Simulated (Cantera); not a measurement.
An isothermal, constant-pressure homogeneous reactor starts with H2 : O2 : N2 = 0.01 : 1 : 0.97 (molar parts), at 1425 K and 5.48 Torr.

Model: GRI-Mech 3.0 (53 species, 325 reactions), integrated in Cantera. Radical loss at walls, strong at low pressure, is not modelled.

Question: Predict: x(H2) at 30.0 s; x(O2) at 30.0 s; x(H2O) at 30.0 s; x(NO) at 30.0 s; x(O) at 30.0 s; x(OH) at 30.0 s.

Answer: 
```json
{
  "x(H2) at 30.0 s": "6.18e-7 (gas-phase equilibrium 5.52e-8)",
  "x(O2) at 30.0 s": "0.504 (gas-phase equilibrium 0.503)",
  "x(H2O) at 30.0 s": "0.00500 (gas-phase equilibrium 0.00504)",
  "x(NO) at 30.0 s": "6.60e-7 (gas-phase equilibrium 0.00102)",
  "x(O) at 30.0 s": "0.000131 (gas-phase equilibrium 1.16e-5)",
  "x(OH) at 30.0 s": "0.000126 (gas-phase equilibrium 3.77e-5)"
}
```
